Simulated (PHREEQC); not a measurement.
**Brine**

Dissolve 0.012 mol H3BO3 and 0.25 mol MgCl2 per kg of water at 55 °C. Closed to the air; pH follows from the charge balance.

The numbers come from PHREEQC with the Pitzer model, pitzer.dat.

No solid was allowed to form.

### Question
Estimate the pH.

### Answer
pH 5.26.

Species that the database lacks are ignored. At this temperature some constants are extrapolated from 25 °C, and those without enthalpy data are left unchanged.
